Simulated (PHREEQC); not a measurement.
Solution (79 °C): 2 mmol/kgw CaCl2, 4.5 mmol/kgw NaF and 4.6 mmol/kgw KCl. Closed to the air; pH follows from the charge balance.

Computed with PHREEQC (ion-association model, wateq4f.dat).

**Question.** The ionic strength comes out as 0.0149 mol/kgw. What activity coefficients do Na+, F-, K+, Ca+2, CaF+ get?

**Answer.** Na+ 0.87, F- 0.87, K+ 0.87, Ca+2 0.59, CaF+ 0.88.

This is a speciation only: nothing precipitates in the calculation. The solution is supersaturated, for example in Fluorite, so a real one may precipitate; this is no full list. Complexes and solids missing from the database can't appear. Away from 25 °C the constants follow the database's enthalpies or fits; those with neither stay at their 25 °C values.
